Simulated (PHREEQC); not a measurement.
Make-up at 25 °C: 0.25 mol HF, 0.055 mol H2SiF6 and 0.0046 mol H3PO4 per kg of water. Closed to the air; pH follows from the charge balance.

Equilibrium calculation in PHREEQC: ion-association model, wateq4f.dat.

Each row changes one thing in this solution. Precipitation was switched off in this run.

```json
[
 {"case": "as made", "pH": "1.04", "ionic strength (mol/kgw)": "0.168", "HF (mol/kgw)": "0.140", "H2F2 (mol/kgw)": "0.0533", "F- (mol/kgw)": "0.00149", "HF2- (mol/kgw)": "0.000831"},
 {"case": "H3PO4 from 0.0046 to 0.046 mol/kgw", "pH": "1.03", "ionic strength (mol/kgw)": "0.171", "HF (mol/kgw)": "0.140", "H2F2 (mol/kgw)": "0.0533", "F- (mol/kgw)": "0.00145", "HF2- (mol/kgw)": "0.000809"},
 {"case": "H3PO4 replaced by NaH2PO4 at the same molality", "pH": "1.06", "ionic strength (mol/kgw)": "0.168", "HF (mol/kgw)": "0.140", "H2F2 (mol/kgw)": "0.0532", "F- (mol/kgw)": "0.00155", "HF2- (mol/kgw)": "0.000865"},
 {"case": "H3PO4 left out", "pH": "1.04", "ionic strength (mol/kgw)": "0.167", "HF (mol/kgw)": "0.140", "H2F2 (mol/kgw)": "0.0533", "F- (mol/kgw)": "0.00149", "HF2- (mol/kgw)": "0.000834"},
 {"case": "temperature from 25 to 10 °C", "pH": "1.04", "ionic strength (mol/kgw)": "0.168", "HF (mol/kgw)": "0.119", "H2F2 (mol/kgw)": "0.0642", "F- (mol/kgw)": "0.00161", "HF2- (mol/kgw)": "0.000660"},
 {"case": "H2SiF6 left out", "pH": "1.90", "ionic strength (mol/kgw)": "0.0141", "HF (mol/kgw)": "0.136", "H2F2 (mol/kgw)": "0.0486", "F- (mol/kgw)": "0.00811", "HF2- (mol/kgw)": "0.00425"},
 {"case": "diluted 10-fold with water", "pH": "1.95", "ionic strength (mol/kgw)": "0.0182", "HF (mol/kgw)": "0.0210", "H2F2 (mol/kgw)": "0.00116", "F- (mol/kgw)": "0.00142", "HF2- (mol/kgw)": "0.000115"},
 {"case": "temperature from 25 to 30 °C", "pH": "1.04", "ionic strength (mol/kgw)": "0.168", "HF (mol/kgw)": "0.148", "H2F2 (mol/kgw)": "0.0494", "F- (mol/kgw)": "0.00144", "HF2- (mol/kgw)": "0.000879"}
]
```

Complexes and solids missing from the database can't appear. wateq4f.dat counts part of the HF as a dimer, H2F2, which phreeqc.dat doesn't know; its constant is uncertain. H3PO4, which wateq4f.dat lacks, is added to it with the constant of phreeqc.dat. At this temperature some constants are extrapolated from 25 °C, and those without enthalpy data are left unchanged. SiF6-2 is the database's only silicon fluoride.
